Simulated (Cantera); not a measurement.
## Stirred combustor or abatement burner

A perfectly stirred reactor is fed with 15.0 % CO, 3.75 % H₂, 17.1 % O₂, 64.1 % N₂, equivalence ratio 0.55, at 1200000 Pa; it is adiabatic with a 525 K inlet, and is followed from long to short residence time, starting on the burning branch (τ in s: 0.047, 0.02, 0.0087, 0.0037, 0.0016, 0.0007, 0.0003, 0.00013, 5.6e-05).

Detailed kinetics in Cantera: GRI-Mech 3.0 (53 species, 325 reactions). The hydrogen kinetics of GRI-Mech 3.0 are dated; newer H2 mechanisms differ, most at raised pressure. The pressure lies above the range GRI-Mech 3.0 was tuned for (to about 10 atm).

| τ (s) | T (K) | x CO | x H₂ | x O₂ | x OH | x NO |
|---|---|---|---|---|---|---|
| 0.047 | 2025 | 0.000493 | 2.12e-5 | 0.0851 | 0.000717 | 0.000404 |
| 0.020 | 2023 | 0.000744 | 2.91e-5 | 0.0853 | 0.000799 | 0.000229 |
| 0.0087 | 2020 | 0.00121 | 4.38e-5 | 0.0855 | 0.000935 | 0.000150 |
| 0.0037 | 2012 | 0.00208 | 7.12e-5 | 0.0858 | 0.00114 | 0.000111 |
| 0.0016 | 1999 | 0.00357 | 0.000118 | 0.0864 | 0.00142 | 8.88e-5 |
| 0.00070 | 1978 | 0.00610 | 0.000194 | 0.0874 | 0.00174 | 7.08e-5 |
| 0.00030 | 1942 | 0.0105 | 0.000321 | 0.0892 | 0.00207 | 5.20e-5 |
| 0.00013 | 1881 | 0.0183 | 0.000523 | 0.0924 | 0.00230 | 3.39e-5 |
| 5.6e-5 | 1759 | 0.0345 | 0.000902 | 0.0998 | 0.00209 | 1.68e-5 |
x: mole fraction; the columns are a selection and need not sum to one.
